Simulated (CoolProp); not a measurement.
Vapour pressure (kPa) of cyclopentane: the reference equation beside estimates from Tc = 511.7 K, pc = 4583 kPa, ω = 0.202.

Computed with CoolProp (reference Helmholtz-energy equation of state, Gedanitz 2015).

| T (K) | reference | Lee-Kesler | van der Waals | Redlich-Kwong | Soave-Redlich-Kwong |
|---|---|---|---|---|---|
| 293.9 | 35.72 | 34.43 | 307.9 | 58.40 | 34.78 |
| 314.5 | 77.57 | 75.84 | 456.7 | [?] | 76.20 |
| 335 | 150.6 | 149.1 | 646.9 | [?] | 149.2 |
| 355.6 | 269.0 | 268.7 | 885.0 | 376.7 | 268.6 |
| 376.1 | 446.5 | 449.0 | 1173 | 596.8 | 449.2 |
| 396.6 | 700.3 | 707.1 | 1515 | 895.6 | 709.2 |
| 417.2 | 1050 | 1062 | 1917 | 1288 | 1069 |
| 437.7 | 1513 | 1530 | 2377 | 1781 | 1546 |
| 458.3 | 2115 | 2138 | 2904 | 2391 | 2166 |
| 478.8 | 2879 | 2907 | 3493 | 3123 | 2943 |
| 499.4 | 3857 | 3882 | 4154 | 3994 | [?] |

Q: What belongs in the gaps?

A: 
- 314.5, Redlich-Kwong: 120.2
- 335, Redlich-Kwong: 221.7
- 499.4, Soave-Redlich-Kwong: 3908

Absolute difference from the reference over all 11 rows, mean and median: Lee-Kesler 1.2 and 1.0 %, van der Waals 208.6 and 116.3 %, Redlich-Kwong 30.2 and 27.9 %, Soave-Redlich-Kwong 1.6 and 1.8 %.
